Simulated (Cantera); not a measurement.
A closed system holds: 1 mol n-butane, 22 mol H2, 1.9 mol N2, equilibrated at 58.0 bar.

These are equilibrium values from Cantera (NASA tables, ideal gas, pure condensed phases), not measurements of a reactor. Candidate condensed phases: C, C6H6, C7H8, C8H18; 92 gas species. The ideal-gas law is rough above about 30 bar. The numbers say what is thermodynamically allowed, not how fast it happens.

### Question
At 2548 K, list the 7 most abundant gas species with their mole fractions, and the condensed phases.

### Answer
H2 0.900, N2 0.0560, HCN 0.0179, C2H2 (acetylene) 0.0119, CH4 0.00654, H 0.00385, HNC 0.00221. Condensed: C(graphite).
